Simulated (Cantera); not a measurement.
What does this Cantera script print?

```python
import numpy as np
import cantera as ct

gas = ct.Solution("gri30.yaml")
gas.TPX = 1475, 101325, {'CH4': 1, 'O2': 1.43, 'N2': 5.37, 'H2O': 0.17}
reactor = ct.IdealGasConstPressureReactor(gas, energy="on", clone=False)
net = ct.ReactorNet([reactor])
net.rtol, net.atol = 1e-08, 1e-16
show = ['CH4', 'O2', 'H2O', 'H2O2', 'C2H']
times = np.geomspace(7e-06, 2, 16)

steps = ct.SolutionArray(gas, extra=["t"])
rows = []
print(f"{'t/s':>10s}{'T/K':>9s}{'P/Pa':>11s}" + "".join(f"{s:>11s}" for s in show))
for t in times:
    while net.time < t:
        t_next = net.step()
        steps.append(gas.state, t=t_next)
    rows.append([np.interp(t, steps.t, y) for y in (steps.T, steps.P, *steps(*show).X.T)])
    print(f"{t:10.3e}{rows[-1][0]:9.1f}{rows[-1][1]:11.4g}" + "".join(f"{x:11.3e}" for x in rows[-1][2:]))
rate = np.gradient(steps.T, steps.t)
print("integrator steps:", len(steps.t))
if steps.T.max() > steps.T[0] + 200:
    print(f"time of steepest temperature rise: {steps.t[rate.argmax()]:.4e} s")
gas.TPX = 1475, 101325, {'CH4': 1, 'O2': 1.43, 'N2': 5.37, 'H2O': 0.17}
gas.equilibrate("HP")
print(f"equilibrium (HP): T = {gas.T:.1f} K  " + "  ".join(f"{s} {gas[s].X[0]:.3e}" for s in show))
```

Result:

```
       t/s      T/K       P/Pa        CH4         O2        H2O       H2O2        C2H
 7.000e-06   1475.0  1.013e+05  1.255e-01  1.794e-01  2.133e-02  9.277e-09  7.174e-26
 1.617e-05   1475.0  1.013e+05  1.255e-01  1.794e-01  2.133e-02  3.398e-08  5.292e-24
 3.737e-05   1475.0  1.013e+05  1.255e-01  1.794e-01  2.133e-02  9.465e-08  4.602e-22
 8.635e-05   1475.0  1.013e+05  1.254e-01  1.794e-01  2.134e-02  1.923e-07  5.411e-20
 1.995e-04   1475.0  1.013e+05  1.254e-01  1.794e-01  2.138e-02  2.478e-07  9.142e-18
 4.610e-04   1476.1  1.013e+05  1.249e-01  1.791e-01  2.166e-02  3.752e-07  1.543e-15
 1.065e-03   1486.4  1.013e+05  1.221e-01  1.774e-01  2.364e-02  1.523e-06  2.995e-13
 2.461e-03   2704.7  1.013e+05  1.096e-13  2.313e-03  1.786e-01  9.147e-08  4.773e-18
 5.688e-03   2704.1  1.013e+05  1.281e-13  2.042e-03  1.786e-01  8.596e-08  5.276e-18
 1.314e-02   2702.8  1.013e+05  1.297e-13  2.008e-03  1.785e-01  8.497e-08  5.282e-18
 3.037e-02   2702.7  1.013e+05  1.298e-13  2.008e-03  1.785e-01  8.496e-08  5.282e-18
 7.016e-02   2702.7  1.013e+05  1.298e-13  2.008e-03  1.785e-01  8.496e-08  5.282e-18
 1.621e-01   2702.7  1.013e+05  1.298e-13  2.008e-03  1.785e-01  8.496e-08  5.282e-18
 3.746e-01   2702.7  1.013e+05  1.298e-13  2.008e-03  1.785e-01  8.496e-08  5.282e-18
 8.656e-01   2702.7  1.013e+05  1.298e-13  2.008e-03  1.785e-01  8.496e-08  5.282e-18
 2.000e+00   2702.7  1.013e+05  1.298e-13  2.008e-03  1.785e-01  8.496e-08  5.282e-18
integrator steps: 2046
time of steepest temperature rise: 1.8575e-03 s
equilibrium (HP): T = 2702.7 K  CH4 1.553e-13  O2 2.008e-03  H2O 1.785e-01  H2O2 8.496e-08  C2H 5.659e-18
```

Detailed kinetics in Cantera: GRI-Mech 3.0 (53 species, 325 reactions).
